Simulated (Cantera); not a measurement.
Feed: 1 mol H2O, 1.1 mol O2, equilibrated at 15000 Pa.

Equilibrium computed with Cantera from the NASA thermochemical tables; the gas is ideal and each condensed phase is pure. Candidate condensed phases: H2O; 9 gas species. Kinetics and transport are ignored. All values below are at 3148 K.

Base state: O2 0.271, O 0.247, OH 0.147, H2O 0.142, H 0.142, H2 0.0508, HO2 4.94e-5 (mole fractions); condensed: gas only.

Q: What changes in the equilibrium state with this change: H2O replaced by NH3?

A: 
```json
[
 {"species": "H", "before": "0.142", "after": "0.203"},
 {"species": "H2O", "before": "0.142", "after": "0.173"},
 {"species": "O", "before": "0.247", "after": "0.146"},
 {"species": "O2", "before": "0.271", "after": "0.0943"},
 {"species": "N2", "before": "0", "after": "0.139"},
 {"species": "NO", "before": "0", "after": "0.0159"},
 {"species": "H2", "before": "0.0508", "after": "0.105"},
 {"species": "OH", "before": "0.147", "after": "0.124"},
 {"species": "N", "before": "0", "after": "3.33e-5"},
 {"species": "HO2", "before": "4.94e-5", "after": "2.46e-5"}
]
```
